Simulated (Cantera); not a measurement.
Charge: 1 mol SiO₂, 2.5 mol C, 1.6 mol CO, held at 2373.15 K and 1.00 bar.

Cantera equilibrium calculation (NASA polynomials, part measured and part estimated; ideal gas, pure solids and liquids). Candidate condensed phases: C, Si, SiC, SiO₂; 20 gas species. The numbers say what is thermodynamically allowed, not how fast it happens.

Base state: CO 0.930, SiO 0.0691, Si 0.000600, Si₂C 6.07e-5, SiC₂ 2.74e-5 (mole fractions); condensed: SiC(s).

What changes in the equilibrium state with this change: pressure from 1.00 bar to 28.0 mbar?


```
species        before    after
-----------  --------  -------
CO              0.930    0.920
SiO            0.0691   0.0574
Si           0.000600   0.0197
SiC₂          2.74e-5  0.00107
Si₂C          6.07e-5  0.00199
SiC(s), mol     0.748    0.696
```
